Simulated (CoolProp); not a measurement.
n-dodecane along the isotherm 620 K: Z from the reference equation and from simpler models built on Tc = 658.1 K, pc = 1.818 MPa, ω = 0.574; each cubic takes its own stable root.

Computed with CoolProp (reference Helmholtz-energy equation of state, Lemmon 2004). It is a short technical equation, of lower accuracy than the large ones.

| p (MPa) | phase | reference |
|---|---|---|
| 1.21 | liquid | 0.09305 |
| 2.42 | liquid | 0.1771 |
| 3.64 | liquid | 0.2579 |
| 4.85 | liquid | 0.3354 |
| 6.06 | liquid | 0.4110 |
| 7.27 | liquid | 0.4851 |
| 8.48 | liquid | 0.5578 |
| 9.69 | liquid | 0.6294 |
| 10.9 | liquid | 0.7000 |
| 12.1 | liquid | 0.7691 |
| 13.3 | liquid | 0.8375 |
| 14.5 | liquid | 0.9051 |
| 15.8 | liquid | 0.9777 |
| 17 | liquid | 1.044 |
| 18.2 | liquid | 1.110 |

Question: How far does each simpler model (Redlich-Kwong, Soave-Redlich-Kwong, Peng-Robinson) lie from the reference over these 15 states: mean and median of the absolute difference, and the worst?

Answer: 
- Redlich-Kwong: mean 57.7 %, median 19.3 %, worst +576.5 % at 620 K and 1.21 MPa
- Soave-Redlich-Kwong: mean 18.5 %, median 16.9 %, worst +30.6 % at 620 K and 1.21 MPa
- Peng-Robinson: mean 5.9 %, median 4.6 %, worst +15.6 % at 620 K and 1.21 MPa

At some of these states Redlich-Kwong gives the other phase, because its saturation line lies elsewhere.
